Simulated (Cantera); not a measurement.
## SiCl₄ + Cl₂ + H₂ + HCl (chlorosilane synthesis and conversion)

A closed system holds: 1 mol SiCl₄, a varied amount of Cl₂, 0.74 mol H₂, 1.8 mol HCl, at 652 °C and 75.0 Torr.

Method: chemical equilibrium by Gibbs-energy minimisation in Cantera with the NASA 1993 tables (ideal gas, pure condensed phases). Candidate condensed phases: Si; 19 gas species. Equilibrium is a limit: real reactors are often held back by kinetics, nucleation or transport.

| n(Cl₂) (mol) | x HCl | x Cl₂ | x SiCl₄ | x H₂ |
|---|---|---|---|---|
| 0.5 | 0.693 | 3.81e-11 | 0.247 | 0.0593 |
| 0.59 | 0.722 | 6.75e-11 | 0.242 | 0.0363 |
| 0.69 | 0.752 | 2.25e-10 | 0.236 | 0.0118 |
| 0.81 | 0.754 | 0.0161 | 0.230 | 1.66e-10 |
| 0.95 | 0.730 | 0.0467 | 0.223 | 5.37e-11 |
| 1.1 | 0.707 | 0.0775 | 0.216 | 3.03e-11 |
| 1.3 | 0.678 | 0.116 | 0.207 | 1.87e-11 |
| 1.5 | 0.651 | 0.151 | 0.198 | 1.32e-11 |
| 1.8 | 0.614 | 0.198 | 0.187 | 8.94e-12 |
| 2.1 | 0.582 | 0.241 | 0.177 | 6.60e-12 |
| 2.5 | 0.543 | 0.291 | 0.166 | 4.76e-12 |
x: gas mole fraction; nothing condenses.

From 0.5 mol Cl₂ to 2.5 mol Cl₂ nothing is condensed. The main Si-bearing gas is SiCl₄ throughout.
